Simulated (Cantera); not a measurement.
A closed system holds: 1 mol TiO2, 1500 mol H2, 4 mol H2O, equilibrated at 0.000420 bar.

Cantera equilibrium calculation (NASA polynomials, part measured and part estimated; ideal gas, pure solids and liquids). Candidate condensed phases: H2O, Ti, TiO, TiO2, Ti2O3, Ti3O5, Ti4O7; 12 gas species. Equilibrium is a limit: real reactors are often held back by kinetics, nucleation or transport.

Task: At 950 °C, list the 3 most abundant gas species with their mole fractions, and the condensed phases.

Result: H2 0.997, H2O 0.00266, H 1.47e-5. Condensed: TiO2(rutile).
